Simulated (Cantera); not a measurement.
A freely propagating, adiabatic, planar premixed flame of 7.19 % CH₄, 19.4 % O₂, 73.4 % N₂, unburnt at 625 K and 5.00 bar; mixture-averaged transport, grid criteria slope 0.08 and curve 0.16, no radiation.

Model: GRI-Mech 3.0 (53 species, 325 reactions), integrated in Cantera. Burning velocities carry a grid error of a few per cent, more on coarse grids.

x: mole fraction of selected species; z is measured from the peak of heat release.

```
z (mm)   T (K)  u (m/s)     x CH₄    x O₂     x NO    x C₂H₆     x CO₂  x H₂O₂
-------  -----  -------  --------  ------  -------  --------  --------  ------
-0.369     626    0.541    0.0718   0.194    <1e-8   1.14e-7   3.00e-6       …
-0.246     632    0.547    0.0713   0.194    <1e-8   1.26e-6   3.04e-5       …
-0.185     650    0.563    0.0700   0.192  2.58e-8   7.04e-6  0.000158       …
-0.123     735    0.640    0.0646   0.185  1.62e-7   5.32e-5   0.00110       …
-0.0615   1086    0.952    0.0434   0.153  1.40e-6  0.000371   0.00777       …
-0.0308   1427     1.26    0.0231   0.120  3.30e-6  0.000475    0.0174       …
0         1769     1.56   0.00461  0.0818  6.17e-6   5.26e-5    0.0328       …
0.0308    1925     1.69  0.000193  0.0626  9.59e-6   9.31e-8    0.0479       …
0.0615    1992     1.74   4.44e-6  0.0568  1.23e-5     <1e-8    0.0570       …
0.123     2062     1.79     <1e-8  0.0531  1.61e-5     <1e-8    0.0646       …
0.246     2114     1.83     <1e-8  0.0512  2.04e-5     <1e-8    0.0687       …
0.492     2138     1.85     <1e-8  0.0506  2.48e-5     <1e-8    0.0703       …
0.984     2143     1.86     <1e-8  0.0505  3.05e-5     <1e-8    0.0707       …
```

Question: Fill in the missing entries.

Answer: 
- -0.369, x H₂O₂: 1.16e-7
- -0.246, x H₂O₂: 8.67e-7
- -0.185, x H₂O₂: 3.41e-6
- -0.123, x H₂O₂: 1.57e-5
- -0.0615, x H₂O₂: 5.04e-5
- -0.0308, x H₂O₂: 2.60e-5
- 0, x H₂O₂: 2.63e-6
- 0.0308, x H₂O₂: 9.57e-7
- 0.0615, x H₂O₂: 7.34e-7
- 0.123, x H₂O₂: 5.12e-7
- 0.246, x H₂O₂: 3.24e-7
- 0.492, x H₂O₂: 2.29e-7
- 0.984, x H₂O₂: 2.10e-7
